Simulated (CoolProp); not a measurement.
A single-stage vapour-compression cycle with the fluid: evaporating at 258.15 K (dew point), condensing at 301.15 K (bubble point), superheat 8 K, subcooling 2 K, compressor efficiency 0.85, no pressure losses. The same conditions are run with several fluids, on thermodynamics alone (safety and materials aside).

Values from CoolProp's reference Helmholtz-energy equation of state of each fluid (CH2F2 (R32): Tillner-Roth 1997; n-butane: Bücker 2006; nitrous oxide: Lemmon 2006; R141b: Lemmon 2006; c-C4F8 (RC318): Platzer 1990; fluoroethane (R161): Wu 2012). The equations of Platzer and Polt are older, rougher fits.

```json
[
 {"fluid": "CH2F2 (R32)", "cooling COP": "[?]", "pressure ratio": "[?]", "discharge temperature (K)": "356.5", "refrigerating effect (kJ/kg)": "273", "volumetric capacity (kJ/m³)": "3470"},
 {"fluid": "n-butane", "cooling COP": "4.39", "pressure ratio": "4.74", "discharge temperature (K)": "313.7", "refrigerating effect (kJ/kg)": "315", "volumetric capacity (kJ/m³)": "477"},
 {"fluid": "nitrous oxide", "cooling COP": "3.18", "pressure ratio": "2.90", "discharge temperature (K)": "[?]", "refrigerating effect (kJ/kg)": "180", "volumetric capacity (kJ/m³)": "9200"},
 {"fluid": "R141b", "cooling COP": "4.53", "pressure ratio": "6.49", "discharge temperature (K)": "327.9", "refrigerating effect (kJ/kg)": "204", "volumetric capacity (kJ/m³)": "[?]"},
 {"fluid": "c-C4F8 (RC318)", "cooling COP": "3.99", "pressure ratio": "5.01", "discharge temperature (K)": "301.1", "refrigerating effect (kJ/kg)": "[?]", "volumetric capacity (kJ/m³)": "[?]"},
 {"fluid": "fluoroethane (R161)", "cooling COP": "[?]", "pressure ratio": "3.89", "discharge temperature (K)": "336.4", "refrigerating effect (kJ/kg)": "319", "volumetric capacity (kJ/m³)": "1900"}
]
```

What belongs in the gaps?


- CH2F2 (R32), cooling COP: 4.07
- CH2F2 (R32), pressure ratio: 3.75
- nitrous oxide, discharge temperature (K): 351.2
- R141b, volumetric capacity (kJ/m³): 147
- c-C4F8 (RC318), refrigerating effect (kJ/kg): 82.0
- c-C4F8 (RC318), volumetric capacity (kJ/m³): 524
- fluoroethane (R161), cooling COP: 4.27

The compression ends wet for: c-C4F8 (RC318).
